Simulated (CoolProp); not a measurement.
Saturated liquid density (kg/m³) of vinyl chloride: the reference equation beside estimates from Tc = 425.0 K, pc = 5600 kPa, ω = 0.160. Rackett uses Z = 0.29056 − 0.08775 ω.

Values from CoolProp's reference Helmholtz-energy equation of state, Thol 2022.

| T (K) | reference | Rackett | Redlich-Kwong | Peng-Robinson |
|---|---|---|---|---|
| 237.4 | 1009 | 991.0 | 927.3 | 1058 |
| 245.2 | 994.9 | 978.9 | 914.9 | 1046 |
| 253.1 | 981.0 | 966.5 | 902.0 | 1033 |
| 260.9 | 967.2 | 953.9 | 888.7 | 1020 |
| 268.8 | 953.1 | 940.9 | 874.8 | 1006 |
| 276.6 | 939.1 | 927.8 | 860.5 | 991.2 |
| 284.5 | 924.7 | 914.2 | 845.6 | 975.8 |
| 292.3 | 910.3 | 900.4 | 830.2 | 959.9 |
| 300.1 | 895.6 | 886.3 | 814.3 | 943.1 |
| 308 | 880.4 | 871.6 | 797.5 | 925.3 |
| 315.8 | 865.0 | 856.6 | 780.2 | 906.7 |
| 323.7 | 849.0 | 840.9 | 761.9 | 886.9 |
| 331.5 | 832.7 | 824.8 | 743.0 | 866.1 |
| 339.4 | 815.6 | 807.8 | 722.9 | 843.8 |

Absolute difference from the reference over all 14 rows, mean and median: Rackett 1.2 and 1.1 %, Redlich-Kwong 9.1 and 8.7 %, Peng-Robinson 5.0 and 5.2 %.
